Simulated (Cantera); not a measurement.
Charge: 1 mol Si3N4, 5 mol F2, 17 mol N2, equilibrated at 1175 K and 1.00 bar.

Equilibrium computed with Cantera from the NASA thermochemical tables; the gas is ideal and each condensed phase is pure. Candidate condensed phases: Si, Si3N4; 16 gas species. The tables' values for SiF3 are old estimates; treat these amounts as uncertain. Equilibrium is a limit: real reactors are often held back by kinetics, nucleation or transport.

Base state: N2 0.882, SiF4 0.118, SiF3 5.74e-5 (mole fractions); condensed: Si3N4(s).

Problem. What changes in the equilibrium state with this change: F2 from 5 to 1.4 mol?

Solution. 
```csv
species,before,after
N2,0.882,0.961
SiF4,0.118,0.0385
SiF3,5.74e-5,2.44e-5
"Si3N4(s), mol",0.167,0.767
```
